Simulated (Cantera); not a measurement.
**Equilibrium for aluminium nitride and oxide growth: Al(CH₃)₃ + H₂O + N₂**

Charge: 1 mol Al(CH₃)₃, 0.92 mol H₂O, 1.3 mol N₂, held at 0.133 bar.

Method: chemical equilibrium by Gibbs-energy minimisation in Cantera with the NASA 1993 tables (ideal gas, pure condensed phases). Candidate condensed phases: Al, AlN, Al₂O₃, C, C₆H₆, C₇H₈, C₈H₁₈, H₂O; 148 gas species. The feed counts by its element totals alone. Mutual solubility and eutectic melting of coexisting phases are not modelled. Equilibrium is a limit: real reactors are often held back by kinetics, nucleation or transport.

From 927 °C to 1302 °C the condensed part is AlN(s) + Al₂O₃(s) + C(graphite). At 1377 °C the condensed part is AlN(s) + C(graphite).

| T (°C) | log p H₂ | log p N₂ | log p CO | log p CH₄ | log p HCN | log p H | n AlN(s) | n Al₂O₃(s) | n C(graphite) |
|---|---|---|---|---|---|---|---|---|---|
| 927 | -0.96 | -1.65 | -4.39 | -3.71 | -5.43 | -7.18 | 0.388 | 0.306 | 2.99 |
| 1002 | -0.96 | -1.65 | -3.80 | -3.95 | -5.09 | -6.61 | 0.392 | 0.304 | 2.99 |
| 1077 | -0.96 | -1.65 | -3.28 | -4.15 | -4.79 | -6.10 | 0.404 | 0.298 | 2.97 |
| 1152 | -0.96 | -1.66 | -2.82 | -4.34 | -4.53 | -5.65 | 0.437 | 0.282 | 2.92 |
| 1227 | -0.96 | -1.68 | -2.40 | -4.52 | -4.30 | -5.24 | 0.518 | 0.241 | 2.80 |
| 1302 | -0.98 | -1.73 | -2.04 | -4.69 | -4.11 | -4.87 | 0.696 | 0.152 | 2.53 |
| 1377 | -1.00 | -1.83 | -1.77 | -4.87 | -3.97 | -4.54 | 1.000 | 0 | 2.07 |
log p: log10 of the partial pressure in bar; n: condensed amount in mol.
